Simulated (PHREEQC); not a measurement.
A solution holds 0.16 mol/kgw KH2PO4, 0.02 mol/kgw NaF and 0.000143 mol/kgw KCl, at 20 °C. Closed to the air; pH follows from the charge balance.

All values are PHREEQC results (ion-association model, phreeqc.dat), not measurements.

The pH is 4.58 and the ionic strength is 0.181 mol/kgw. The activity of water is 0.994, the specific conductance comes out as 13400 µS/cm and the density is 1.014 g/cm³.

```json
[
 {"species": "K+", "molality": "0.160", "activity": "0.116", "log γ": "-0.142"},
 {"species": "H2PO4-", "molality": "0.159", "activity": "0.120", "log γ": "-0.123"},
 {"species": "Na+", "molality": "0.0199", "activity": "0.0150", "log γ": "-0.122"},
 {"species": "F-", "molality": "0.0193", "activity": "0.0139", "log γ": "-0.145"},
 {"species": "HPO4-2", "molality": "0.000877", "activity": "0.000273", "log γ": "-0.507"},
 {"species": "HF", "molality": "0.000482", "activity": "0.000503", "log γ": "0.018"},
 {"species": "H3PO4", "molality": "0.000420", "activity": "0.000438", "log γ": "0.018"},
 {"species": "Cl-", "molality": "0.000143", "activity": "0.000104", "log γ": "-0.140"},
 {"species": "NaF", "molality": "0.000115", "activity": "0.000120", "log γ": "0.018"},
 {"species": "KHPO4-", "molality": "8.15e-5", "activity": "6.15e-5", "log γ": "-0.123"},
 {"species": "HF2-", "molality": "3.41e-5", "activity": "2.56e-5", "log γ": "-0.123"},
 {"species": "H+", "molality": "3.29e-5", "activity": "2.64e-5", "log γ": "-0.095"},
 {"species": "NaHPO4-", "molality": "1.06e-5", "activity": "7.98e-6", "log γ": "-0.123"}
]
```

No solid was allowed to form.
